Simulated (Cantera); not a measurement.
Cantera run:

```python
import numpy as np
import cantera as ct

gas_names = [...]  # 47 gases of nasa_gas.yaml made of Ca, F, H, N, O
cond_names = """
    Ca(a) Ca(b) Ca(L) CaF2(a) CaF2(b) CaF2(L) CaO(s) CaO(L) CaO2H2(s) H2O(s) H2O(L)
""".split()


# ... load() reads the species with a 1 bar reference pressure and builds the phases ...
atoms = {
    'CaO': {'Ca': 1, 'O': 1},
    'NF3': {'N': 1, 'F': 3},
    'H2': {'H': 2},
}
top_T = {}  # K; cautious upper limits of use, not melting points


# ... equilibrate(T, P, feed) seeds the gas with the atoms and calls Mixture.equilibrate('TP', solver="vcs", rtol=1e-11, max_steps=5000) ...
results = []
feed = {'CaO': 1, 'NF3': 6.4, 'H2': 49}  # mol
P = 510  # Pa
for T in [1073, 1223, 1373, 1523, 1673, 1823, 1973]:
    mix = equilibrate(T, P, feed)
    results.append((T, P, feed, dict(zip(mix.species_names, mix.species_moles))))
    x = sorted(zip(gas.X, gas.species_names), reverse=True)
    print(f"T = {T:g} K  P = {P:g} Pa  gas = {mix.phase_moles(0):.4g} mol")
    print("   x: " + "  ".join(f"{s} {v:.3e}" for v, s in x if v > 1e-06))
    print("   condensed (mol): " + ("  ".join(f"{mix.phase(i).name} {mix.phase_moles(i):.4g}"
          for i in range(1, mix.n_phases) if mix.phase_moles(i) > 1e-12) or "none"))
```

Result:

```
T = 1073 K  P = 510 Pa  gas = 60.8 mol
   x: H2 6.480e-01  HF 2.829e-01  N2 5.263e-02  H2O 1.645e-02
   condensed (mol): CaF2(a) 1
T = 1223 K  P = 510 Pa  gas = 60.8 mol
   x: H2 6.480e-01  HF 2.829e-01  N2 5.263e-02  H2O 1.645e-02  H 3.389e-06
   condensed (mol): CaF2(a) 1
T = 1373 K  P = 510 Pa  gas = 60.8 mol
   x: H2 6.480e-01  HF 2.829e-01  N2 5.263e-02  H2O 1.645e-02  H 3.754e-05  CaF2 2.140e-05
   condensed (mol): CaF2(a) 0.9987
T = 1523 K  P = 510 Pa  gas = 60.85 mol
   x: H2 6.474e-01  HF 2.827e-01  N2 5.259e-02  H2O 1.643e-02  CaF2 6.921e-04  H 2.604e-04
   condensed (mol): CaF2(b) 0.9579
T = 1673 K  P = 510 Pa  gas = 61.52 mol
   x: H2 6.398e-01  HF 2.796e-01  N2 5.201e-02  H2O 1.625e-02  CaF2 1.106e-02  H 1.276e-03  CaF 1.976e-05  OH 1.559e-06
   condensed (mol): CaF2(b) 0.3181
T = 1823 K  P = 510 Pa  gas = 61.95 mol
   x: H2 6.335e-01  HF 2.777e-01  N2 5.165e-02  H2O 1.613e-02  CaF2 1.602e-02  H 4.829e-03  CaF 1.141e-04  OH 8.557e-06  Ca 2.076e-06
   condensed (mol): none
T = 1973 K  P = 510 Pa  gas = 62.28 mol
   x: H2 6.250e-01  HF 2.766e-01  N2 5.138e-02  H2O 1.602e-02  CaF2 1.568e-02  H 1.494e-02  CaF 3.582e-04  OH 3.634e-05  Ca 1.570e-05  F 2.432e-06
   condensed (mol): none
```

Method: chemical equilibrium by Gibbs-energy minimisation in Cantera with the NASA 1993 tables (ideal gas, pure condensed phases).
